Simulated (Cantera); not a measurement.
Input (Python, Cantera) and output of one run.

```python
import numpy as np
import cantera as ct

gas_names = [...]  # 139 gases of nasa_gas.yaml made of C, Cu, H, N, O
cond_names = """
    C(gr) C6H6(L) C7H8(L) C8H18(L),n-octa Cu(cr) Cu(L) CuO(s) CuO2H2(s) Cu2O(s) Cu2O(L) H2O(s) H2O(L)
""".split()


# ... load() reads the species with a 1 bar reference pressure and builds the phases ...
atoms = {
    'CuO': {'Cu': 1, 'O': 1},
    'CH4': {'C': 1, 'H': 4},
    'N2': {'N': 2},
}
top_T = {'C(gr)': 4500, 'CuO(s)': 1390}  # K; cautious upper limits of use, not melting points


# ... equilibrate(T, P, feed) seeds the gas with the atoms and calls Mixture.equilibrate('TP', solver="vcs", rtol=1e-11, max_steps=5000) ...
results = []
feed = {'CuO': 1, 'CH4': 0.82, 'N2': 0.62}  # mol
T = 2598  # K
P = 200000  # Pa
mix = equilibrate(T, P, feed)
results.append((T, P, feed, dict(zip(mix.species_names, mix.species_moles))))
print(gas.report(threshold=1e-05))
for i in range(1, mix.n_phases):
    print(f"{mix.phase(i).name:16s} {mix.phase_moles(i):12.5e} mol")
```

It prints:

```
       temperature   2598 K
          pressure   2e+05 Pa
           density   0.20846 kg/m^3
  mean mol. weight   22.514 kg/kmol
   phase of matter   gas

                          1 kg             1 kmol
                     ---------------   ---------------
          enthalpy        4.0838e+06        9.1944e+07  J
   internal energy        3.1244e+06        7.0343e+07  J
           entropy             10523        2.3692e+05  J/K
    Gibbs function       -2.3255e+07       -5.2358e+08  J
 heat capacity c_p            1564.2             35216  J/K
 heat capacity c_v            1194.9             26902  J/K

                      mass frac. Y      mole frac. X     chem. pot. / RT
                     ---------------   ---------------   ---------------
                CO           0.27319           0.21959           -34.565
               CO2         0.0075425         0.0038586           -56.272
                Cu           0.42114           0.14921           -8.7944
               CuO        3.8145e-05        1.0796e-05           -30.501
               Cu2          0.015737         0.0027878           -17.589
                 H        0.00075611          0.016888           -10.292
                H2          0.035238           0.39353           -20.585
               H2O          0.035772          0.044706           -42.292
                NO        2.7566e-05        2.0684e-05           -36.176
                N2           0.21021           0.16894           -28.939
                 O        8.7452e-06        1.2307e-05           -21.707
                OH        0.00033459        0.00044294           -31.999
     [ +127 minor]        6.4998e-06        6.2298e-06

C(gr)             0.00000e+00 mol
Cu(L)             4.31941e-01 mol
Cu2O(L)           0.00000e+00 mol
```

These are equilibrium values from Cantera (NASA tables, ideal gas, pure condensed phases), not measurements of a reactor.
